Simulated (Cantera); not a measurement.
# Ignition delay

Mixture: 26.8 % H2, 13.4 % O2, 50.4 % N2, 9.38 % H2O, at 2900000 Pa, adiabatic and at constant pressure. Ignition delay is the time to a rise of 400 K.

Cantera simulation using the H2/O2 subset of GRI-Mech 3.0, which has no nitrogen chemistry; the numbers are that mechanism's predictions, not measurements. The hydrogen kinetics of GRI-Mech 3.0 are dated; newer H2 mechanisms differ, most at raised pressure. The pressure lies above the range GRI-Mech 3.0 was tuned for (to about 10 atm).

| T0 (K) | delay (ms) |
|---|---|
| 975 | 9.31 |
| 1050 | 1.95 |
| 1125 | 0.508 |
| 1200 | 0.154 |
| 1275 | 0.0516 |
| 1350 | 0.0183 |
| 1425 | 0.00651 |
| 1500 | 0.00234 |
| 1575 | 0.000981 |
| 1650 | 0.000551 |

```
Quantity                                                Result
--------------------------------------------------  ----------
apparent activation energy between 1500 and 1650 K  200 kJ/mol
```
